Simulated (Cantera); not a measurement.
## Adiabatic ignition

An adiabatic, constant-pressure homogeneous reactor starts with 18.8 % CO, 4.52 % H₂, 17.4 % O₂, 59.3 % N₂, equivalence ratio 0.67, at 1325 K and 1.48 atm.

Model: GRI-Mech 3.0 (53 species, 325 reactions), integrated in Cantera.

```json
[
 {"t (s)": "2.00e-6", "T (K)": "1325", "x CO": "0.188", "x H₂": "0.0452", "x O₂": "0.174", "x NO₂": "<1e-12", "x HO₂": "1.61e-8", "x NO": "<1e-12", "x O": "3.16e-8"},
 {"t (s)": "8.53e-6", "T (K)": "1325", "x CO": "0.188", "x H₂": "0.0452", "x O₂": "0.174", "x NO₂": "<1e-12", "x HO₂": "3.93e-7", "x NO": "<1e-12", "x O": "1.22e-6"},
 {"t (s)": "3.64e-5", "T (K)": "1622", "x CO": "0.147", "x H₂": "0.00322", "x O₂": "0.123", "x NO₂": "3.88e-9", "x HO₂": "3.90e-5", "x NO": "5.78e-6", "x O": "0.0257"},
 {"t (s)": "0.000155", "T (K)": "2384", "x CO": "0.0658", "x H₂": "0.00291", "x O₂": "0.0860", "x NO₂": "1.07e-7", "x HO₂": "6.10e-6", "x NO": "0.000226", "x O": "0.0165"},
 {"t (s)": "0.000663", "T (K)": "2655", "x CO": "0.0421", "x H₂": "0.00161", "x O₂": "0.0778", "x NO₂": "1.30e-6", "x HO₂": "7.01e-6", "x NO": "0.00231", "x O": "0.00740"},
 {"t (s)": "0.00283", "T (K)": "2657", "x CO": "0.0406", "x H₂": "0.00156", "x O₂": "0.0739", "x NO₂": "5.23e-6", "x HO₂": "6.89e-6", "x NO": "0.00947", "x O": "0.00673"},
 {"t (s)": "0.0121", "T (K)": "2651", "x CO": "0.0402", "x H₂": "0.00155", "x O₂": "0.0710", "x NO₂": "8.38e-6", "x HO₂": "6.60e-6", "x NO": "0.0154", "x O": "0.00639"},
 {"t (s)": "0.0515", "T (K)": "2651", "x CO": "0.0402", "x H₂": "0.00155", "x O₂": "0.0709", "x NO₂": "8.47e-6", "x HO₂": "6.59e-6", "x NO": "0.0156", "x O": "0.00638"},
 {"t (s)": "0.220", "T (K)": "2651", "x CO": "0.0402", "x H₂": "0.00155", "x O₂": "0.0709", "x NO₂": "8.47e-6", "x HO₂": "6.59e-6", "x NO": "0.0156", "x O": "0.00638"},
 {"t (s)": "0.937", "T (K)": "2651", "x CO": "0.0402", "x H₂": "0.00155", "x O₂": "0.0709", "x NO₂": "8.47e-6", "x HO₂": "6.59e-6", "x NO": "0.0156", "x O": "0.00638"},
 {"t (s)": "4.00", "T (K)": "2651", "x CO": "0.0402", "x H₂": "0.00155", "x O₂": "0.0709", "x NO₂": "8.47e-6", "x HO₂": "6.59e-6", "x NO": "0.0156", "x O": "0.00638"}
]
```
x: mole fraction; the columns are a selection and need not sum to one.

| Property | Value |
|---|---|
| time of steepest temperature rise | 29.4 µs |
| temperature at 4.00 s | 2651 K |
| equilibrium temperature | 2651 K |
| x(CO) at 4.00 s | 0.0402 (gas-phase equilibrium 0.0402) |
| x(H₂) at 4.00 s | 0.00155 (gas-phase equilibrium 0.00155) |
| x(O₂) at 4.00 s | 0.0709 (gas-phase equilibrium 0.0709) |
